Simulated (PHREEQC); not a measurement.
Dissolve 0.2 mol/kgw MgSO4, 1.8 mol/kgw HCl and 0.0059 mol/kgw KCl at 25 °C. Closed to the air; pH follows from the charge balance.

The numbers come from PHREEQC with the ion-association model, wateq4f.dat.

### Question
The ionic strength comes out as 2.20 mol/kgw. What activity coefficients do SO4-2, HSO4-, KSO4-, H+, K+ get?

### Answer
SO4-2 0.11, HSO4- 0.58, KSO4- 0.62, H+ 0.72, K+ 0.57.

This is a speciation only: nothing precipitates in the calculation. The ionic strength is past about 0.7 mol/kgw, beyond the range of this activity model, so the values are rough.
